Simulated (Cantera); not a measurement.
Feed: 1 mol Si, 1.2 mol HBr, 62 mol H₂, equilibrated at 13.3 mbar.

Method: chemical equilibrium by Gibbs-energy minimisation in Cantera with the NASA 1993 tables (ideal gas, pure condensed phases). Candidate condensed phases: Br₂, Si; 19 gas species. The tables' values for SiBr₃ are old estimates; treat these amounts as uncertain. Kinetics and transport are ignored.

x: gas mole fraction; n: condensed amount in mol.

```csv
T (K),x H₂,x HBr,x SiBr₄,x SiBr₂,x SiHBr₃,x Br,x H,n Si(s)
450,0.995,1.97e-6,0.00458,<1e-12,0.000244,<1e-12,<1e-12,0.696
550,0.995,4.95e-5,0.00450,___,0.000336,<1e-12,<1e-12,0.695
650,0.995,0.000451,0.00434,___,0.000404,<1e-12,<1e-12,0.700
750,0.993,0.00220,0.00388,___,0.000429,1.70e-10,2.73e-12,0.727
850,0.990,0.00687,0.00274,___,0.000365,9.19e-9,1.77e-10,0.800
950,0.985,0.0140,0.00100,___,0.000186,1.79e-7,4.78e-9,0.911
1050,0.982,0.0176,0.000114,___,3.87e-5,1.41e-6,6.96e-8,0.965
1150,0.982,0.0179,9.56e-6,___,6.34e-6,6.58e-6,6.40e-7,0.967
1250,0.982,0.0178,1.10e-6,___,1.30e-6,2.35e-5,4.15e-6,0.963
1350,0.982,0.0176,1.71e-7,___,3.36e-7,6.92e-5,2.04e-5,0.959
1450,0.982,0.0174,3.41e-8,0.000713,1.03e-7,0.000176,8.12e-5,0.955
1550,0.982,0.0171,8.17e-9,0.000759,3.64e-8,0.000393,0.000270,0.951
```

Problem. Complete the blanks.

Solution. 
- 550, x SiBr₂: 3.15e-10
- 650, x SiBr₂: 5.41e-8
- 750, x SiBr₂: 2.21e-6
- 850, x SiBr₂: 3.25e-5
- 950, x SiBr₂: 0.000187
- 1050, x SiBr₂: 0.000384
- 1150, x SiBr₂: 0.000492
- 1250, x SiBr₂: 0.000576
- 1350, x SiBr₂: 0.000650
